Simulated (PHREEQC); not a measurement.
PHREEQC input (ion-association model, wateq4f.dat):

```
SOLUTION_MASTER_SPECIES
  An  An-  0  An  62.0  # stands for a non-complexing anion
SOLUTION_SPECIES
  An- = An-
    -log_k 0
    -gamma 3.0 0
PHASES
  Fix_H+
    H+ = H+
    -log_k 0
SOLUTION 1
  temp 25
  units mmol/kgw
  pH 7 charge
  Na 5
  An 5
END
SELECTED_OUTPUT 1
  -reset false
  -pH true
  -pe true
  -ionic_strength true
  -water true
  -totals Na
  -molalities Hfo_wOH Hfo_wOH2+ Hfo_wO- Hfo_sOH Hfo_sOH2+ Hfo_sO-
USER_PUNCH 1
  -headings sigma psi
  10 PUNCH EDL("sigma", "Hfo"), EDL("psi", "Hfo")
PRINT
  -reset false
USE solution 1
SURFACE 1
  Hfo_wOH 0.000382022 600 0.17
  Hfo_sOH 9.55056e-06
EQUILIBRIUM_PHASES 1
  Fix_H+ -4 HAn 10
    -force_equality true
  O2(g) -0.68 10
END
# ... the last block is repeated for the other 16 points of pH, with NaOH or the acid as the point needs
```

Selected output (columns that matter, 12 of 17 rows; pH added in front):

```
pH	mu	Na	m_Hfo_wOH	m_Hfo_wOH2+	m_Hfo_wO-	m_Hfo_sOH	m_Hfo_sOH2+	m_Hfo_sO-	sigma	psi
4	0.005204	0.005	0.00018514	0.00019281	4.0728e-06	4.6286e-06	4.8201e-06	1.0182e-07	0.18301	0.19358
4.38	0.0051202	0.005	0.00022035	0.00015447	7.2007e-06	5.5087e-06	3.8618e-06	1.8002e-07	0.1428	0.18127
5.12	0.0050515	0.005	0.00026532	0.00010068	1.6017e-05	6.633e-06	2.5171e-06	4.0042e-07	0.082099	0.15326
5.5	0.0050349	0.005	0.00027786	8.2805e-05	2.1359e-05	6.9464e-06	2.0701e-06	5.3398e-07	0.059582	0.13699
6.25	0.0050161	0.005	0.00028937	6.1425e-05	3.1229e-05	7.2342e-06	1.5356e-06	7.8072e-07	0.029281	0.10134
6.62	0.0050107	0.005	0.00029147	5.546e-05	3.5092e-05	7.2868e-06	1.3865e-06	8.7731e-07	0.01975	0.082263
7.38	0.0050039	0.005	0.000293	4.8297e-05	4.0721e-05	7.3251e-06	1.2074e-06	1.018e-06	0.0073459	0.040992
7.75	0.0050018	0.005	0.0002932	4.6145e-05	4.2677e-05	7.33e-06	1.1536e-06	1.0669e-06	0.0033627	0.020293
8.5	0.0050054	0.0050073	0.00029319	4.2529e-05	4.6303e-05	7.3297e-06	1.0632e-06	1.1576e-06	-0.0036597	-0.021979
8.88	0.0050123	0.0050165	0.00029297	4.0485e-05	4.8568e-05	7.3242e-06	1.0121e-06	1.2142e-06	-0.0078382	-0.043212
9.62	0.0050558	0.0050665	0.00029138	3.487e-05	5.5777e-05	7.2844e-06	8.7175e-07	1.3944e-06	-0.020273	-0.083292
10	0.0051243	0.0051404	0.00028905	3.0777e-05	6.2191e-05	7.2263e-06	7.6942e-07	1.5548e-06	-0.030462	-0.10277
```
